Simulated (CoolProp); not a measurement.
Saturation properties of hydrogen chloride (Tc = 324.7 K, pc = 8314 kPa, ω = 0.130).

The numbers come from the reference Helmholtz-energy equation of state, Thol 2018 in CoolProp.

```tsv
T (K)	p (kPa)	enthalpy of vaporisation (kJ/kg)	vapour Z
236.2	852.8	382.2	0.8784
243.5	1091	370.4	0.8572
250.8	1375	357.7	0.8337
258	1706	344.1	0.8083
265.3	2098	329.2	0.7799
272.6	2552	312.8	0.7486
279.9	3076	294.7	0.7141
287.2	3676	274.3	0.6756
294.5	4360	251.0	0.6323
301.8	5138	223.5	0.5829
309.1	6018	189.7	0.5244
316.4	7016	144.2	0.4505
```

It boils at 188.2 K under 1 atm.
